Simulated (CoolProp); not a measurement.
Acetone along the isobar 19.4 bar: density (kg/m³) from the reference equation and from simpler models built on Tc = 508.1 K, pc = 46.92 bar, ω = 0.307; each cubic takes its own stable root.

Values from CoolProp's reference Helmholtz-energy equation of state, Lemmon 2006. It is a short technical equation, of lower accuracy than the large ones.

| T (K) | phase | reference | Redlich-Kwong | Peng-Robinson |
|---|---|---|---|---|
| 366.8 | liquid | 705.3 | 525.5 | 624.6 |
| 387.2 | liquid | ___ | ___ | ___ |
| 407.5 | liquid | 648.0 | 472.6 | 567.8 |
| 427.9 | liquid | 614.1 | 439.7 | 531.4 |
| 448.2 | liquid | 573.9 | 40.21 | 486.1 |
| 468.6 | gas | ___ | 36.57 | 37.92 |
| 488.9 | gas | 35.24 | 33.77 | 34.64 |
| 509.3 | gas | ___ | 31.50 | 32.06 |
| 529.6 | gas | 30.13 | ___ | 29.97 |
| 550 | gas | 28.30 | ___ | 28.21 |

Problem. Complete the blanks.

Solution. 
- 387.2, reference: 677.9
- 387.2, Redlich-Kwong: 500.6
- 387.2, Peng-Robinson: 598.2
- 468.6, reference: 39.27
- 509.3, reference: 32.36
- 529.6, Redlich-Kwong: 29.61
- 550, Redlich-Kwong: 27.99

At some of these states Redlich-Kwong gives the other phase, because its saturation line lies elsewhere.
